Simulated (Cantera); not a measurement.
Feed: 1 mol SiCl4, 0.27 mol H2O, equilibrated at 900 °C and 1.00 bar.

Cantera equilibrium calculation (NASA polynomials, part measured and part estimated; ideal gas, pure solids and liquids). Candidate condensed phases: H2O, Si, SiO2; 30 gas species. The tables' values for SiCl3 are old estimates; treat these amounts as uncertain. The tables hold silica as quartz up to 1696 K and as liquid above; real silica turns to tridymite and cristobalite and melts near 1996 K. The numbers say what is thermodynamically allowed, not how fast it happens.

Q: What is the equilibrium state?

A: 
```
Quantity                              Value
--------------------------------  ---------
x(SiCl4)                              0.616
x(HCl)                                0.384
x(SiCl3)                            1.40e-5
x(Cl)                               1.22e-5
x(Cl2)                              1.19e-5
x(H2)                               1.06e-5
x(H2O)                              1.22e-6
n(SiO2(β-quartz))                 0.135 mol
gas amount                        1.405 mol
log10 activity of Si(s) (absent)     -13.00
```
